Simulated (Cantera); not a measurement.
What does this Cantera script print?

```python
import numpy as np
import cantera as ct

gas_names = """
    C CO CO2 C2 C2O C3 C3O2 C4 C5 Cu CuO Cu2 O O2 O3
""".split()
cond_names = """
    C(gr) Cu(cr) Cu(L) CuO(s) Cu2O(s) Cu2O(L)
""".split()


# ... load() reads the species with a 1 bar reference pressure and builds the phases ...
atoms = {
    'CuO': {'Cu': 1, 'O': 1},
    'CO': {'C': 1, 'O': 1},
}
top_T = {'C(gr)': 4500, 'CuO(s)': 1390}  # K; cautious upper limits of use, not melting points


# ... equilibrate(T, P, feed) seeds the gas with the atoms and calls Mixture.equilibrate('TP', solver="vcs", rtol=1e-11, max_steps=5000) ...
results = []
T = 2448  # K
P = 2100  # Pa
for m in [1.4, 3.3, 5.2, 7.1, 9, 11, 13]:
    feed = {'CuO': 1, 'CO': m}  # mol
    mix = equilibrate(T, P, feed)
    results.append((T, P, feed, dict(zip(mix.species_names, mix.species_moles))))

top = {s: max(r[3][s] / sum(r[3][g] for g in gas_names) for r in results) for s in gas_names}
cols = sorted((s for s in top if top[s] > 1e-05), key=lambda s: -top[s])[:5]
seen = [c for c in cond_names if any(r[3].get(c, 0) > 1e-12 for r in results)]
print("log10 of partial pressures in bar; condensed amounts in mol")
print(f"{'n(CO)':>10s}" + "".join(f"{s[:9]:>10s}" for s in cols + seen))
for T, P, feed, n in results:
    ng = sum(n[g] for g in gas_names)
    print(f"{feed['CO']:10.4g}" + "".join(f"{np.log10(max(n[s] / ng * P / 1e5, 1e-99)):10.3f}" for s in cols)
          + "".join(f"{n.get(c, 0):10.4g}" for c in seen))
```

It prints:

```
log10 of partial pressures in bar; condensed amounts in mol
     n(CO)        CO        Cu       CO2        O2         O
       1.4    -2.260    -2.087    -2.221    -3.033    -3.469
       3.3    -1.941    -2.317    -2.350    -3.930    -3.917
       5.2    -1.845    -2.473    -2.492    -4.406    -4.156
       7.1    -1.800    -2.588    -2.603    -4.717    -4.311
         9    -1.774    -2.679    -2.692    -4.946    -4.426
        11    -1.757    -2.758    -2.769    -5.136    -4.521
        13    -1.744    -2.825    -2.835    -5.292    -4.599
```

Equilibrium computed with Cantera from the NASA thermochemical tables; the gas is ideal and each condensed phase is pure.
